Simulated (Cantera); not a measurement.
Input (Python, Cantera) and output of one run.

```python
import numpy as np
import cantera as ct

gas_names = [...]  # 154 gases of nasa_gas.yaml made of C, Fe, H, N, O, S
cond_names = """
    C(gr) C6H6(L) C7H8(L) C8H18(L),n-octa Fe(a) Fe(c) Fe(d) Fe(L) FeC5O5(L) FeO(s) FeO(L) Fe(OH)2(s)
    Fe(OH)3(s) FeS(a) FeS(b) FeS(c) FeS(L) FeSO4(s) FeS2(s) Fe2O3(s) Fe2S3O12(s) Fe3O4(s) H2O(s) H2O(L)
    H2SO4(L) S(cr1) S(cr2) S(L)
""".split()


# ... load() reads the species with a 1 bar reference pressure and builds the phases ...
atoms = {
    'Fe2O3': {'Fe': 2, 'O': 3},
    'H2S': {'H': 2, 'S': 1},
    'CO2': {'C': 1, 'O': 2},
    'SO2': {'S': 1, 'O': 2},
    'NH3': {'N': 1, 'H': 3},
}
top_T = {'C(gr)': 4500, 'FeSO4(s)': 950, 'FeS2(s)': 1010, 'Fe2O3(s)': 1830, 'Fe2S3O12(s)': 1100, 'Fe3O4(s)': 1870}  # K; cautious upper limits of use, not melting points


# ... equilibrate(T, P, feed) seeds the gas with the atoms and calls Mixture.equilibrate('TP', solver="vcs", rtol=1e-11, max_steps=5000) ...
results = []
feed = {'Fe2O3': 1, 'H2S': 0.055, 'CO2': 2.4, 'SO2': 0.11, 'NH3': 0.0018}  # mol
P = 2100  # Pa
for T in [825, 975, 1125, 1275, 1425, 1575, 1725]:
    mix = equilibrate(T, P, feed)
    results.append((T, P, feed, dict(zip(mix.species_names, mix.species_moles))))

top = {s: max(r[3][s] / sum(r[3][g] for g in gas_names) for r in results) for s in gas_names}
cols = sorted((s for s in top if top[s] > 1e-06), key=lambda s: -top[s])[:7]
seen = [c for c in cond_names if any(r[3].get(c, 0) > 1e-12 for r in results)]
print("log10 of partial pressures in bar; condensed amounts in mol")
print(f"{'T/K':>10s}" + "".join(f"{s[:9]:>10s}" for s in cols + seen))
for T, P, feed, n in results:
    ng = sum(n[g] for g in gas_names)
    print(f"{T:10.4g}" + "".join(f"{np.log10(max(n[s] / ng * P / 1e5, 1e-99)):10.3f}" for s in cols)
          + "".join(f"{n.get(c, 0):10.4g}" for c in seen))
```

It prints:

```
log10 of partial pressures in bar; condensed amounts in mol
       T/K       CO2       SO2        O2       H2O        CO        N2        OH  Fe2O3(s)  Fe3O4(s)
       825    -1.716    -2.879   -15.863    -3.336    -7.136    -5.142   -13.702    0.4969    0.3354
       975    -1.716    -2.879   -11.132    -3.336    -6.745    -5.142   -10.938     0.497    0.3354
      1125    -1.716    -2.879    -7.725    -3.336    -6.431    -5.142    -8.925     0.497    0.3353
      1275    -1.717    -2.880    -5.151    -3.336    -6.178    -5.143    -7.393    0.4917    0.3389
      1425    -1.730    -2.893    -3.192    -3.349    -5.958    -5.160    -6.208         0    0.6667
      1575    -1.730    -2.893    -3.189    -3.350    -4.981    -5.165    -5.640         0    0.6667
      1725    -1.732    -2.894    -3.173    -3.354    -4.185    -5.173    -5.167         0    0.6667
```

These are equilibrium values from Cantera (NASA tables, ideal gas, pure condensed phases), not measurements of a reactor. Mutual solubility and eutectic melting of coexisting phases are not modelled.
